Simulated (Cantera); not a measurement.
A closed system holds: 1 mol Si, 0.0061 mol O2, 160 mol H2, held at 1475 K.

These are equilibrium values from Cantera (NASA tables, ideal gas, pure condensed phases), not measurements of a reactor. Candidate condensed phases: H2O, Si, SiO2; 18 gas species. Mutual solubility and eutectic melting of coexisting phases are not modelled. The tables hold silica as quartz up to 1696 K and as liquid above; real silica turns to tridymite and cristobalite and melts near 1996 K. Gases not in the tables: Si2H6 and higher silanes. The numbers say what is thermodynamically allowed, not how fast it happens.

Task: At 30.0 bar, list the 3 most abundant gas species with their mole fractions, and the condensed phases.

Result: H2 1.000, SiH4 2.98e-5, SiO 1.09e-5. Condensed: Si(s) + SiO2(β-quartz).
